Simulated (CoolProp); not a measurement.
Vapour-liquid equilibrium of R134a (1) + R123 (2) at 56.35 °C; x and y are mole fractions of (1).

The numbers come from the multi-fluid Helmholtz-energy mixture model, Tillner-Roth 1994 and Younglove 1994; pair parameters Bell 2016 in CoolProp.

```tsv
x	bubble pressure, mixture model (MPa)	bubble pressure, Raoult's law (MPa)	y, mixture model	y, Raoult's law
0.05	0.3303	0.3213	[?]	0.240
0.125	[?]	0.4177	[?]	0.461
0.2	0.5443	0.5140	0.582	0.600
0.275	0.6464	0.6103	0.668	0.695
0.35	0.7446	0.7066	[?]	0.763
0.425	0.8391	0.8029	0.777	0.816
0.5	0.9302	0.8992	[?]	0.857
0.575	1.019	0.9955	0.848	0.890
0.65	1.106	1.092	0.877	0.918
0.725	1.194	1.188	0.903	0.940
0.8	1.283	1.284	0.929	0.960
0.875	1.375	1.381	0.955	0.977
0.95	[?]	1.477	0.981	0.991
```

Problem. What belongs in the gaps?

Solution. 
- 0.05, y, mixture model: 0.241
- 0.125, bubble pressure, mixture model (MPa): 0.4387
- 0.125, y, mixture model: 0.454
- 0.35, y, mixture model: 0.729
- 0.5, y, mixture model: 0.815
- 0.95, bubble pressure, mixture model (MPa): 1.473

The largest gap from Raoult's law is +5.9 % in bubble pressure, at x = 0.275. No azeotrope shows between x = 0.05 and 0.95.

Pair parameters are fitted to limited data, so mixtures are less certain than the pure fluids.
